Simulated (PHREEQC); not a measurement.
Make-up at 25 °C: 0.0011 mol Na3PO4 per kg of water. Closed to the air; pH follows from the charge balance.

Model: ion-association model, phreeqc.dat, run in PHREEQC.

```tsv
quantity	before	after
pH	10.98	11.72
ionic strength (mol/kgw)	0.00452	0.0525
HPO4-2 (mol/kgw)	0.00103	0.00638
PO4-3 (mol/kgw)	6.39e-5	0.00444
NaHPO4- (mol/kgw)	4.98e-6	0.000186
H2PO4- (mol/kgw)	1.41e-7	1.08e-7
```

Problem. Name the change that produced these shifts.
A. Na3PO4 from 0.0011 to 0.00099 mol/kgw
B. diluted 100-fold with water
C. diluted 2-fold with water
D. Na3PO4 from 0.0011 to 0.011 mol/kgw
E. temperature from 25 to 20 °C

Solution. D, Na3PO4 from 0.0011 to 0.011 mol/kgw

No solid was allowed to form.
